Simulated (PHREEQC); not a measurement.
Solution (25 °C): 0.00032 mol/kgw Na2CO3 and 8.3e-05 mol/kgw NaCl. Closed to the air; pH follows from the charge balance.

All values are PHREEQC results (ion-association model, phreeqc.dat), not measurements.

Precipitation was switched off in this run.

Question: Estimate the pH.

Answer: pH 10.22.

Question: In which forms is C present?

Answer: HCO3- 54 %, CO3-2 46 %, NaCO3- 0.5 % of the C.
